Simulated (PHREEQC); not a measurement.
A solution holds 0.14 mol/kgw NaHSO4, 0.00071 mol/kgw Na2HPO4 and 0.0013 mol/kgw KCl, at 25 °C. Closed to the air; pH follows from the charge balance.

Computed with PHREEQC (ion-association model, wateq4f.dat).

This is a speciation only: nothing precipitates in the calculation.

Problem. Estimate the pH, activity of water, ionic strength.

Solution. pH 1.35; activity of water 0.994; ionic strength 0.240 mol/kgw.

Problem. In which forms is Na present?

Solution. Na+ 94 %, NaSO4- 6.3 % of the Na.

H3PO4, which wateq4f.dat lacks, is added to it with the constant of phreeqc.dat.
